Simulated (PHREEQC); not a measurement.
Consider water at 25 °C with 0.29 mol NH3 and 0.22 mol KH2PO4 per kg of water. Closed to the air; pH follows from the charge balance.

Equilibrium calculation in PHREEQC: ion-association model, wateq4f.dat.

Task: The ionic strength comes out as 0.629 mol/kgw. What activity coefficients do KHPO4-, H2PO4-, NH4+, OH-, K+ get?

Result: KHPO4- 0.68, H2PO4- 0.68, NH4+ 0.74, OH- 0.61, K+ 0.63.

This is a speciation only: nothing precipitates in the calculation. H3PO4, which wateq4f.dat lacks, is added to it with the constant of phreeqc.dat.
